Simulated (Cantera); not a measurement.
Input: 1 mol PbO, 0.31 mol H2, 34 mol N2, equilibrated at 975 °C and 10.0 Pa.

Equilibrium computed with Cantera from the NASA thermochemical tables; the gas is ideal and each condensed phase is pure. Candidate condensed phases: H2O, Pb, PbO, PbO2, Pb3O4; 27 gas species. The numbers say what is thermodynamically allowed, not how fast it happens.

Base state: N2 0.960, Pb 0.0151, PbO 0.0132, H2O 0.00875, O2 0.00314, NO 3.76e-5 (mole fractions); condensed: gas only.

### Question
What changes in the equilibrium state with this change: H2 from 0.31 to 1.6 mol?

### Answer
```json
[
 {"species": "N2", "before": "0.960", "after": "0.929"},
 {"species": "H2O", "before": "0.00875", "after": "0.0273"},
 {"species": "Pb", "before": "0.0151", "after": "0.0273"},
 {"species": "H2", "before": "5.20e-7", "after": "0.0164"},
 {"species": "PbO", "before": "0.0132", "after": "2.36e-6"},
 {"species": "O2", "before": "0.00314", "after": "<1e-9"},
 {"species": "NO", "before": "3.76e-5", "after": "3.66e-9"}
]
```

### Question
What changes in the equilibrium state with this change: H2 from 0.31 to 0.15 mol?

### Answer
| species | before | after |
|---|---|---|
| N2 | 0.960 | 0.963 |
| PbO | 0.0132 | 0.0146 |
| Pb | 0.0151 | 0.0137 |
| H2O | 0.00875 | 0.00424 |
| O2 | 0.00314 | 0.00470 |
| NO | 3.76e-5 | 4.60e-5 |
